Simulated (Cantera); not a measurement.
A closed system holds: 1 mol Si, 0.074 mol H2O, 47 mol N2, at 1675 K and 10.0 mbar.

These are equilibrium values from Cantera (NASA tables, ideal gas, pure condensed phases), not measurements of a reactor. The numbers say what is thermodynamically allowed, not how fast it happens.

```
species         before     after
-------------  -------  --------
N2               0.997     0.992
Si             9.54e-6   0.00425
SiO            0.00159   0.00156
H              4.60e-5  0.000572
Si2            8.16e-9   4.39e-5
Si2N           2.49e-7  0.000146
SiN            6.27e-7  0.000111
SiH            6.34e-8   1.03e-5
H2             0.00157   0.00127
Si3N4(s), mol    0.308         0
Si(l), mol           0     0.699
```
Gas species are given as mole fractions.

Task: Which change was made?
A. temperature from 1675 K to 923.15 K
B. temperature from 1675 K to 873 K
C. temperature from 1675 K to 1998 K
D. temperature from 1675 K to 1500 K

Result: C, temperature from 1675 K to 1998 K. The tables' values for SiN are old estimates; treat these amounts as uncertain
